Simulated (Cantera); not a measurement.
Cantera run:

```python
import numpy as np
import cantera as ct

gas_names = """
    AL ALH ALN ALO ALOH ALO2 ALO2H AL2 AL2O AL2O2 H HALO HNO HNO2 HNO3 HO2 H2 H2O H2O2 N NH NH2 NH3
    NH2OH NO NO2 NO3 N2 N2H2 N2H4 N2O O OH O2 O3
""".split()
cond_names = """
    AL(cr) AL(L) ALN(s) AL2O3(a) AL2O3(L) H2O(s) H2O(L)
""".split()


def load(file, names, dense=False):
    # The tables refer to 1 bar. Condensed volumes are neglected.
    table = {s.name: s for s in ct.Species.list_from_file(file)}
    out = []
    for n in names:
        d = dict(table[n].input_data)
        d["thermo"] = dict(d["thermo"], **{"reference-pressure": 1e5})
        if dense:
            d["equation-of-state"] = {"model": "constant-volume", "density": "1e6 g/cm^3"}
        out.append(ct.Species.from_dict(d))
    return out


gas = ct.Solution(thermo="ideal-gas", species=load("nasa_gas.yaml", gas_names))
cond = {s.name: ct.Solution(thermo="fixed-stoichiometry", species=[s], name=s.name)
        for s in load("nasa_condensed.yaml", cond_names, dense=True)}
atoms = {
    'Al2O3': {'AL': 2, 'O': 3},
    'H2': {'H': 2},
    'N2': {'N': 2},
}
top_T = {'ALN(s)': 2750}  # K; cautious upper limits of use, not melting points


def equilibrate(T, P, feed):
    n = {}
    for name, mol in feed.items():
        for a, k in atoms[name].items():
            n[a] = n.get(a, 0.0) + k * mol
    gas.TPX = T, P, n
    mass = sum(n.values()) * gas.mean_molecular_weight
    gas.equilibrate("TP")
    valid = [c for c in cond.values() if c.min_temp <= T <= top_T.get(c.name, c.max_temp)]
    mix = ct.Mixture([(gas, mass / gas.mean_molecular_weight)] + [(c, 0.0) for c in valid])
    mix.T, mix.P = T, P
    mix.equilibrate("TP", solver="vcs", rtol=1e-11, max_steps=5000)
    return mix


results = []
feed = {'Al2O3': 1, 'H2': 50, 'N2': 66}  # mol
T = 1700  # K
P = 53000  # Pa
mix = equilibrate(T, P, feed)
results.append((T, P, feed, dict(zip(mix.species_names, mix.species_moles))))
x = sorted(zip(gas.X, gas.species_names), reverse=True)
print(f"T = {T:g} K  P = {P:g} Pa  gas = {mix.phase_moles(0):.4g} mol")
print("   x: " + "  ".join(f"{s} {v:.3e}" for v, s in x if v > 1e-05))
print("   condensed (mol): " + ("  ".join(f"{mix.phase(i).name} {mix.phase_moles(i):.4g}"
      for i in range(1, mix.n_phases) if mix.phase_moles(i) > 1e-12) or "none"))
```

Result:

```
T = 1700 K  P = 53000 Pa  gas = 116 mol
   x: N2 5.689e-01  H2 4.309e-01  H 1.329e-04  H2O 1.699e-05
   condensed (mol): ALN(s) 0.001299  AL2O3(a) 0.9993
```

Cantera equilibrium calculation (NASA polynomials, part measured and part estimated; ideal gas, pure solids and liquids). Mutual solubility and eutectic melting of coexisting phases are not modelled.
